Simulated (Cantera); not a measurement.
Feed: 1 mol Fe2O3, 2.9 mol SO2, 15 mol N2, equilibrated at 727 °C and 1800 Torr.

Method: chemical equilibrium by Gibbs-energy minimisation in Cantera with the NASA 1993 tables (ideal gas, pure condensed phases). Candidate condensed phases: Fe, FeO, FeS, FeSO4, FeS2, Fe2O3, Fe2(SO4)3, Fe3O4, S; 19 gas species. Rates play no part.

Q: What is the equilibrium state?

A: 
```
Property                             Result
--------------------------------  ---------
x(N2)                                 0.838
x(SO2)                                0.162
x(SO3)                              1.67e-6
n(Fe2O3(s))                       1.000 mol
gas amount                        17.90 mol
log10 activity of S(l) (absent)       -5.36
log10 activity of Fe(α) (absent)      -6.81
```
